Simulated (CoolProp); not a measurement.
R1224YDZ at several states: fugacity coefficient from the reference equation and from simpler models built on Tc = 155.5 °C, pc = 33.34 bar, ω = 0.325; each cubic takes its own stable root.

Values from CoolProp's reference Helmholtz-energy equation of state, Akasaka 2023.

```tsv
T (°C)	p (bar)	phase	reference	van der Waals	Redlich-Kwong	Soave-Redlich-Kwong	Peng-Robinson
64.85	32.4	liquid	0.1526	0.3464	0.2209	0.1577	0.1526
126.25	25.3	liquid	0.5900	0.7238	0.6487	0.6047	0.5857
16.75	120	liquid	0.01457	0.09365	0.03065	0.01557	0.01459
```
